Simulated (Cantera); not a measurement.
A perfectly stirred reactor is fed with CH4 : H2 : O2 : N2 = 1 : 0.2 : 3.89 : 14.6 (molar parts), at 1.01 bar; it is adiabatic with a 425 K inlet, and is followed from long to short residence time, starting on the burning branch (τ in s: 0.093, 0.038, 0.016, 0.0065, 0.0027, 0.0011, 0.00045, 0.00018, 7.6e-05, 3.1e-05).

Cantera simulation using GRI-Mech 3.0 (53 species, 325 reactions); the numbers are that mechanism's predictions, not measurements.

x: mole fraction; the columns are a selection and need not sum to one.

```tsv
τ (s)	T (K)	x CH4	x H2	x O2	x C2H6	x CH2O	x CO2	x H
0.093	1660	1.50e-5	7.81e-5	0.0913	5.96e-10	1.41e-6	0.0507	1.18e-5
0.038	1655	(withheld)	(withheld)	0.0913	(withheld)	(withheld)	0.0504	(withheld)
0.016	1648	4.58e-5	0.000245	0.0915	2.39e-9	4.79e-6	0.0500	6.35e-5
0.0065	1636	(withheld)	(withheld)	0.0918	(withheld)	(withheld)	0.0491	(withheld)
0.0027	1616	0.000149	0.000745	0.0924	1.01e-8	1.62e-5	0.0475	0.000316
0.0011	1580	0.000295	0.00126	0.0939	2.68e-8	3.10e-5	0.0445	0.000637
0.00045	1516	0.000709	0.00215	0.0976	1.28e-7	6.65e-5	0.0383	0.00106
0.00018	425	0.0508	0.0102	0.198	<1e-12	<1e-12	<1e-12	<1e-12
7.6e-5	425	0.0508	0.0102	0.198	<1e-12	<1e-12	<1e-12	<1e-12
3.1e-5	425	0.0508	0.0102	0.198	<1e-12	<1e-12	<1e-12	<1e-12
```

**Question.** Complete the blanks.

**Answer.** 
- 0.038, x CH4: 2.64e-5
- 0.038, x H2: 0.000140
- 0.038, x C2H6: 1.23e-9
- 0.038, x CH2O: 2.63e-6
- 0.038, x H: 2.79e-5
- 0.0065, x CH4: 8.21e-5
- 0.0065, x H2: 0.000434
- 0.0065, x C2H6: 4.79e-9
- 0.0065, x CH2O: 8.88e-6
- 0.0065, x H: 0.000146
